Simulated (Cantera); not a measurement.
Input (Python, Cantera):

```python
import numpy as np
import cantera as ct

gas = ct.Solution("h2o2.yaml")
gas.TPX = 1175, 76000, {'H2': 1.6, 'O2': 1, 'N2': 5.8}
reactor = ct.IdealGasConstPressureReactor(gas, energy="off", clone=False)
net = ct.ReactorNet([reactor])
net.rtol, net.atol = 1e-08, 1e-18
show = ['H2', 'O2', 'OH', 'H2O2', 'H']
times = np.geomspace(0.0005, 90, 12)

steps = ct.SolutionArray(gas, extra=["t"])
rows = []
print(f"{'t/s':>10s}{'T/K':>9s}{'P/Pa':>11s}" + "".join(f"{s:>11s}" for s in show))
for t in times:
    while net.time < t:
        t_next = net.step()
        steps.append(gas.state, t=t_next)
    rows.append([np.interp(t, steps.t, y) for y in (steps.T, steps.P, *steps(*show).X.T)])
    print(f"{t:10.3e}{rows[-1][0]:9.1f}{rows[-1][1]:11.4g}" + "".join(f"{x:11.3e}" for x in rows[-1][2:]))
rate = np.gradient(steps.T, steps.t)
print("integrator steps:", len(steps.t))
if steps.T.max() > steps.T[0] + 200:
    print(f"time of steepest temperature rise: {steps.t[rate.argmax()]:.4e} s")
gas.TPX = 1175, 76000, {'H2': 1.6, 'O2': 1, 'N2': 5.8}
gas.equilibrate("TP")
print(f"equilibrium (TP): T = {gas.T:.1f} K  " + "  ".join(f"{s} {gas[s].X[0]:.3e}" for s in show))
```

Output:

```
       t/s      T/K       P/Pa         H2         O2         OH       H2O2          H
 5.000e-04   1175.0    7.6e+04  1.362e-03  2.684e-02  3.746e-04  3.238e-06  1.496e-04
 1.502e-03   1175.0    7.6e+04  2.156e-04  2.638e-02  1.131e-04  8.925e-07  6.621e-06
 4.513e-03   1175.0    7.6e+04  2.803e-05  2.632e-02  4.611e-05  2.111e-07  3.646e-07
 1.356e-02   1175.0    7.6e+04  2.477e-06  2.631e-02  2.136e-05  5.417e-08  1.926e-08
 4.074e-02   1175.0    7.6e+04  2.928e-07  2.631e-02  1.085e-05  1.542e-08  1.723e-09
 1.224e-01   1175.0    7.6e+04  7.389e-08  2.631e-02  5.960e-06  4.907e-09  2.733e-10
 3.677e-01   1175.0    7.6e+04  2.514e-08  2.631e-02  3.465e-06  1.712e-09  5.701e-11
 1.105e+00   1175.0    7.6e+04  1.292e-08  2.632e-02  2.269e-06  7.509e-10  1.982e-11
 3.319e+00   1175.0    7.6e+04  1.123e-08  2.632e-02  1.970e-06  5.716e-10  1.508e-11
 9.971e+00   1175.0    7.6e+04  1.120e-08  2.632e-02  1.962e-06  5.676e-10  1.498e-11
 2.996e+01   1175.0    7.6e+04  1.120e-08  2.632e-02  1.962e-06  5.676e-10  1.498e-11
 9.000e+01   1175.0    7.6e+04  1.120e-08  2.632e-02  1.962e-06  5.676e-10  1.498e-11
integrator steps: 2044
equilibrium (TP): T = 1175.0 K  H2 1.120e-08  O2 2.632e-02  OH 1.962e-06  H2O2 5.676e-10  H 1.498e-11
```

Computed with Cantera and the H2/O2 subset of GRI-Mech 3.0, which has no nitrogen chemistry. The temperature is held fixed by assumption; the heat of reaction is taken as removed at once.
